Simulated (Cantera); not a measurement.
Feed: 1 mol Zr, 0.27 mol N2O, 3.3 mol H2, at 2450 K and 0.133 bar.

Cantera equilibrium calculation (NASA polynomials, part measured and part estimated; ideal gas, pure solids and liquids). Candidate condensed phases: H2O, Zr, ZrN, ZrO2; 28 gas species. Mutual solubility and eutectic melting of coexisting phases are not modelled. ZrN: taken at fixed stoichiometry. Condensed phases not in the tables: solid solutions among these carbides, nitrides and lower oxides, N, O or C dissolved in the metal. Equilibrium is a limit: real reactors are often held back by kinetics, nucleation or transport.

Base state: H2 0.946, H 0.0535, ZrO 0.000302, H2O 2.65e-5, Zr 1.19e-5 (mole fractions); condensed: Zr(l) + ZrN(s) + ZrO2(tetragonal).

Question: What changes in the equilibrium state with this change: N2O from 0.27 to 8.6 mol?

Answer: 
| species | before | after |
|---|---|---|
| N2 | 8.28e-6 | 0.616 |
| H2O | 2.65e-5 | 0.215 |
| O2 | <1e-9 | 0.107 |
| H2 | 0.946 | 0.00838 |
| NO | <1e-9 | 0.0133 |
| O | 1.10e-8 | 0.0101 |
| OH | 2.93e-7 | 0.0253 |
| H | 0.0535 | 0.00504 |
| ZrO | 0.000302 | <1e-9 |
| Zr | 1.19e-5 | <1e-9 |
| Zr(l), mol | 0.325 | 0 |
| ZrN(s), mol | 0.540 | 0 |
| ZrO2(tetragonal), mol | 0.134 | 1.000 |
